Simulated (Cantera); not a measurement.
Charge: 1 mol Si3N4, 0.0078 mol H2O, 3.2 mol N2, at 1923.15 K and 5.00e-5 bar.

These are equilibrium values from Cantera (NASA tables, ideal gas, pure condensed phases), not measurements of a reactor. Candidate condensed phases: H2O, Si, SiO2, Si2N2O, Si3N4; 35 gas species. The tables' values for SiN are old estimates; treat these amounts as uncertain. The numbers say what is thermodynamically allowed, not how fast it happens.

Base state: N2 0.652, Si 0.340, Si2 0.00290, H 0.00163, SiO 0.000980, Si2N 0.000865, Si3 0.000647, SiN 0.000612 (mole fractions); condensed: Si(l).

Task: What changes in the equilibrium state with this change: pressure from 5.00e-5 bar to 4.60 bar?

Result: 
| species | before | after |
|---|---|---|
| N2 | 0.652 | 0.997 |
| H2 | 0.000150 | 0.00242 |
| SiO | 0.000980 | 0.000102 |
| Si | 0.340 | 1.99e-7 |
| Si2 | 0.00290 | <1e-9 |
| Si3 | 0.000647 | <1e-9 |
| Si2N | 0.000865 | 1.03e-8 |
| Si(l), mol | 0.205 | 0 |
| Si2N2O(s), mol | 0 | 0.00747 |
| Si3N4(s), mol | 0 | 0.995 |
Mutual solubility and eutectic melting of coexisting phases are not modelled.

Task: What changes in the equilibrium state with this change: Si3N4 replaced by Si?

Result: 
| species | before | after |
|---|---|---|
| N2 | 0.652 | 0.761 |
| Si | 0.340 | 0.231 |
| H | 0.00163 | 0.00280 |
| Si2 | 0.00290 | 0.00135 |
| Si3 | 0.000647 | 0.000204 |
| H2 | 0.000150 | 0.000441 |
| Si2N | 0.000865 | 0.000433 |
| Si(l), mol | 0.205 | 0 |
